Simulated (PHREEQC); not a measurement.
Model water analysis in mg/kgw, 25 °C, pH 6.42, pe 12.4:

```
constituent           mg/kgw
------------------  --------
Na                    0.0145
K                   1.72e-06
Ca                    0.0442
Mg                    0.0179
Cl                    0.0414
S(6) as SO4           0.0958
Alkalinity as HCO3    0.0806
Cu(2)               0.000122
```

Valence states are taken as typed.

The numbers come from PHREEQC with the ion-association model, phreeqc.dat.

No solid was allowed to form.

What charge-balance error does the model give?

charge-balance error -1.8 %.

In which forms is C present?

HCO3- 54 %, CO2 46 % of the C.

Species that the database lacks are ignored. The database's constant for dissolved Cu(OH)2 is higher than later reviews accept.
